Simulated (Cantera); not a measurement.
Cantera run:

```python
import numpy as np
import cantera as ct

gas_names = """
    H HO2 H2 H2O H2O2 O OH O2 O3 Si SiH SiH2 SiH3 SiH4 SiO SiO2 Si2 Si3
""".split()
cond_names = """
    H2O(s) H2O(L) Si(cr) Si(L) SiO2(Lqz) SiO2(hqz) SiO2(L)
""".split()


# ... load() reads the species with a 1 bar reference pressure and builds the phases ...
atoms = {
    'SiH4': {'Si': 1, 'H': 4},
    'H2O': {'H': 2, 'O': 1},
    'O3': {'O': 3},
}
top_T = {}  # K; cautious upper limits of use, not melting points


# ... equilibrate(T, P, feed) seeds the gas with the atoms and calls Mixture.equilibrate('TP', solver="vcs", rtol=1e-11, max_steps=5000) ...
results = []
feed = {'SiH4': 1, 'H2O': 16, 'O3': 0.4}  # mol
T = 2000  # K
P = 54000  # Pa
mix = equilibrate(T, P, feed)
results.append((T, P, feed, dict(zip(mix.species_names, mix.species_moles))))
print(gas.report(threshold=1e-05))
for i in range(1, mix.n_phases):
    print(f"{mix.phase(i).name:16s} {mix.phase_moles(i):12.5e} mol")
```

It prints:

```
       temperature   2000 K
          pressure   54000 Pa
           density   0.050389 kg/m^3
  mean mol. weight   15.517 kg/kmol
   phase of matter   gas

                          1 kg             1 kmol
                     ---------------   ---------------
          enthalpy       -8.6261e+06       -1.3385e+08  J
   internal energy       -9.6978e+06       -1.5048e+08  J
           entropy             16869        2.6176e+05  J/K
    Gibbs function       -4.2365e+07       -6.5737e+08  J
 heat capacity c_p            3153.3             48929  J/K
 heat capacity c_v            2617.5             40615  J/K

                      mass frac. Y      mole frac. X     chem. pot. / RT
                     ---------------   ---------------   ---------------
                 H        5.6641e-05        0.00087191            -10.98
                H2          0.020168           0.15523            -21.96
               H2O           0.97917           0.84339             -42.8
                OH        0.00051852        0.00047309            -31.82
               SiO         6.974e-05        2.4547e-05           -46.929
     [  +13 minor]        1.3228e-05        6.9702e-06

Si(L)             0.00000e+00 mol
SiO2(L)           9.99549e-01 mol
```

Equilibrium computed with Cantera from the NASA thermochemical tables; the gas is ideal and each condensed phase is pure. The tables hold silica as quartz up to 1696 K and as liquid above; real silica turns to tridymite and cristobalite and melts near 1996 K. Gases not in the tables: Si(OH)4.
